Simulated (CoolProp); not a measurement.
Properties of 1,2-dichloroethane along the isotherm 421.3 K.

Computed with CoolProp (reference Helmholtz-energy equation of state, Thol 2015).

```json
[
 {"p (MPa)": "0.0413", "phase": "gas", "cv (kJ/(kg K))": "0.8673", "Joule-Thomson coefficient (K/MPa)": "20.09", "expansivity (1/kK)": "2.427"},
 {"p (MPa)": "0.0643", "phase": "gas", "cv (kJ/(kg K))": "0.8681", "Joule-Thomson coefficient (K/MPa)": "20.20", "expansivity (1/kK)": "2.458"},
 {"p (MPa)": "0.1", "phase": "gas", "cv (kJ/(kg K))": "0.8693", "Joule-Thomson coefficient (K/MPa)": "20.37", "expansivity (1/kK)": "2.507"},
 {"p (MPa)": "0.156", "phase": "gas", "cv (kJ/(kg K))": "0.8712", "Joule-Thomson coefficient (K/MPa)": "20.66", "expansivity (1/kK)": "2.588"},
 {"p (MPa)": "0.243", "phase": "gas", "cv (kJ/(kg K))": "0.8744", "Joule-Thomson coefficient (K/MPa)": "21.14", "expansivity (1/kK)": "2.725"},
 {"p (MPa)": "0.378", "phase": "gas", "cv (kJ/(kg K))": "0.8796", "Joule-Thomson coefficient (K/MPa)": "21.96", "expansivity (1/kK)": "2.967"},
 {"p (MPa)": "0.589", "phase": "liquid", "cv (kJ/(kg K))": "0.9722", "Joule-Thomson coefficient (K/MPa)": "-0.1409", "expansivity (1/kK)": "1.860"},
 {"p (MPa)": "0.917", "phase": "liquid", "cv (kJ/(kg K))": "0.9720", "Joule-Thomson coefficient (K/MPa)": "-0.1443", "expansivity (1/kK)": "1.848"},
 {"p (MPa)": "1.43", "phase": "liquid", "cv (kJ/(kg K))": "0.9716", "Joule-Thomson coefficient (K/MPa)": "-0.1495", "expansivity (1/kK)": "1.829"},
 {"p (MPa)": "2.22", "phase": "liquid", "cv (kJ/(kg K))": "0.9711", "Joule-Thomson coefficient (K/MPa)": "-0.1571", "expansivity (1/kK)": "1.802"},
 {"p (MPa)": "3.46", "phase": "liquid", "cv (kJ/(kg K))": "0.9703", "Joule-Thomson coefficient (K/MPa)": "-0.1683", "expansivity (1/kK)": "1.762"},
 {"p (MPa)": "5.39", "phase": "liquid", "cv (kJ/(kg K))": "0.9693", "Joule-Thomson coefficient (K/MPa)": "-0.1843", "expansivity (1/kK)": "1.705"},
 {"p (MPa)": "8.39", "phase": "liquid", "cv (kJ/(kg K))": "0.9680", "Joule-Thomson coefficient (K/MPa)": "-0.2061", "expansivity (1/kK)": "1.626"},
 {"p (MPa)": "13.1", "phase": "liquid", "cv (kJ/(kg K))": "0.9666", "Joule-Thomson coefficient (K/MPa)": "-0.2346", "expansivity (1/kK)": "1.524"}
]
```
